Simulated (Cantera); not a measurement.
# Stirred combustor or abatement burner

A perfectly stirred reactor is fed with CH4 : O2 : N2 = 1 : 2 : 6 (molar parts), equivalence ratio 1.0, at 100000 Pa; it is adiabatic with a 448 K inlet, and is followed from long to short residence time, starting on the burning branch (τ in s: 0.072, 0.037, 0.019, 0.0096, 0.0049, 0.0025, 0.0013, 0.00065, 0.00033, 0.00017, 8.6e-05, 4.4e-05, 2.2e-05).

Detailed kinetics in Cantera: GRI-Mech 3.0 (53 species, 325 reactions).

```json
[
 {"τ (s)": "0.072", "T (K)": "2435", "x CH4": "1.94e-6", "x O2": "0.0117", "x CO2": "0.0864", "x HCO": "4.05e-8", "x CO": "0.0225", "x C2H6": "<1e-12", "x C2H2": "1.10e-10"},
 {"τ (s)": "0.037", "T (K)": "2430", "x CH4": "3.63e-6", "x O2": "0.0122", "x CO2": "0.0860", "x HCO": "7.28e-8", "x CO": "0.0229", "x C2H6": "<1e-12", "x C2H2": "3.49e-10"},
 {"τ (s)": "0.019", "T (K)": "2421", "x CH4": "6.67e-6", "x O2": "0.0130", "x CO2": "0.0852", "x HCO": "1.36e-7", "x CO": "0.0236", "x C2H6": "2.93e-12", "x C2H2": "1.04e-9"},
 {"τ (s)": "0.0096", "T (K)": "2404", "x CH4": "1.21e-5", "x O2": "0.0141", "x CO2": "0.0838", "x HCO": "2.61e-7", "x CO": "0.0248", "x C2H6": "9.55e-12", "x C2H2": "2.87e-9"},
 {"τ (s)": "0.0049", "T (K)": "2376", "x CH4": "2.10e-5", "x O2": "0.0156", "x CO2": "0.0816", "x HCO": "4.98e-7", "x CO": "0.0267", "x C2H6": "2.89e-11", "x C2H2": "6.84e-9"},
 {"τ (s)": "0.0025", "T (K)": "2336", "x CH4": "3.57e-5", "x O2": "0.0176", "x CO2": "0.0788", "x HCO": "9.50e-7", "x CO": "0.0292", "x C2H6": "8.32e-11", "x C2H2": "1.45e-8"},
 {"τ (s)": "0.0013", "T (K)": "2285", "x CH4": "5.94e-5", "x O2": "0.0198", "x CO2": "0.0755", "x HCO": "1.77e-6", "x CO": "0.0320", "x C2H6": "2.30e-10", "x C2H2": "2.86e-8"},
 {"τ (s)": "0.00065", "T (K)": "2224", "x CH4": "0.000104", "x O2": "0.0225", "x CO2": "0.0717", "x HCO": "3.40e-6", "x CO": "0.0352", "x C2H6": "7.01e-10", "x C2H2": "5.98e-8"},
 {"τ (s)": "0.00033", "T (K)": "2159", "x CH4": "0.000186", "x O2": "0.0253", "x CO2": "0.0678", "x HCO": "6.43e-6", "x CO": "0.0384", "x C2H6": "2.25e-9", "x C2H2": "1.34e-7"},
 {"τ (s)": "0.00017", "T (K)": "2095", "x CH4": "0.000346", "x O2": "0.0286", "x CO2": "0.0635", "x HCO": "1.21e-5", "x CO": "0.0419", "x C2H6": "8.03e-9", "x C2H2": "3.40e-7"},
 {"τ (s)": "8.6e-5", "T (K)": "2027", "x CH4": "0.000714", "x O2": "0.0332", "x CO2": "0.0576", "x HCO": "2.34e-5", "x CO": "0.0469", "x C2H6": "3.73e-8", "x C2H2": "1.09e-6"},
 {"τ (s)": "4.4e-5", "T (K)": "1946", "x CH4": "0.00176", "x O2": "0.0419", "x CO2": "0.0473", "x HCO": "4.73e-5", "x CO": "0.0552", "x C2H6": "3.02e-7", "x C2H2": "5.26e-6"},
 {"τ (s)": "2.2e-5", "T (K)": "448", "x CH4": "0.111", "x O2": "0.222", "x CO2": "<1e-12", "x HCO": "<1e-12", "x CO": "<1e-12", "x C2H6": "<1e-12", "x C2H2": "<1e-12"}
]
```
x: mole fraction; the columns are a selection and need not sum to one.
